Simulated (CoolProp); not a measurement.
Saturation properties of R1336mzz(Z) (Tc = 444.5 K, pc = 2.904 MPa, ω = 0.386).

Values from CoolProp's reference Helmholtz-energy equation of state, McLinden 2020.

| T (K) | p (MPa) | liquid density (kg/m³) | vapour density (kg/m³) | enthalpy of vaporisation (kJ/kg) | liquid cp (kJ/(kg K)) |
|---|---|---|---|---|---|
| 213.2 | 0.0004782 | 1569 | 0.04430 | 204.5 | 1.039 |
| 227.1 | 0.001501 | 1537 | 0.1307 | 198.7 | 1.071 |
| 241 | 0.004020 | 1505 | 0.3308 | 192.9 | 1.101 |
| 255 | 0.009505 | 1472 | 0.7426 | 187.1 | 1.131 |
| 268.9 | 0.02006 | 1438 | 1.497 | 181.3 | 1.160 |
| 282.8 | 0.03875 | 1404 | 2.777 | 175.3 | 1.189 |
| 296.8 | 0.06975 | 1368 | 4.832 | 169.1 | 1.218 |
| 310.7 | 0.1175 | 1331 | 7.916 | 162.6 | 1.247 |
| 324.6 | 0.1876 | 1293 | 12.39 | 155.8 | 1.277 |
| 338.5 | 0.2866 | 1253 | 18.69 | 148.4 | 1.309 |
| 352.5 | 0.4226 | 1209 | 27.46 | 140.4 | 1.344 |
| 366.4 | 0.6013 | 1163 | 39.32 | 131.7 | 1.386 |
| 380.3 | 0.8322 | 1112 | 55.45 | 121.9 | 1.437 |
| 394.3 | 1.127 | 1055 | 77.77 | 110.6 | 1.507 |
| 408.2 | 1.492 | 988.6 | 109.1 | 97.16 | 1.618 |

It boils at 306.6 K under 1 atm.
